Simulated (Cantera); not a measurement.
A freely propagating, adiabatic, planar premixed flame of CH4 : O2 : N2 = 1 : 2.02 : 9.49 (molar parts), unburnt at 598 K and 2.40 bar; mixture-averaged transport, grid criteria slope 0.08 and curve 0.16, no radiation.

Computed with Cantera and GRI-Mech 3.0 (53 species, 325 reactions). Burning velocities carry a grid error of a few per cent, more on coarse grids.

Task: Predict: laminar burning velocity; thermal thickness; peak x(CH2); peak x(C2H); peak x(H).

Result: 
| Item | Result |
|---|---|
| laminar burning velocity | 63.7 cm/s |
| thermal thickness | 0.230 mm |
| peak x(CH2) | 3.41e-5 |
| peak x(C2H) | 1.85e-7 |
| peak x(H) | 0.00374 |
